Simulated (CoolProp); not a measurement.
Computed with CoolProp (reference Helmholtz-energy equation of state, de Reuck 1990).

**Question.** Give the vapour pressure (bar), liquid cp (kJ/(kg K)), vapour Z, surface tension (mN/m) of saturated fluorine at -177.75, -152.55 °C.

**Answer.** 
```json
[
 {"T (°C)": "-177.75", "p (bar)": "2.89", "liquid cp (kJ/(kg K))": "1.56", "vapour Z": "0.930", "surface tension (mN/m)": "10.7"},
 {"T (°C)": "-152.55", "p (bar)": "16.9", "liquid cp (kJ/(kg K))": "1.87", "vapour Z": "0.771", "surface tension (mN/m)": "4.43"}
]
```

Surface tension comes from a separate correlation (Mulero 2012).
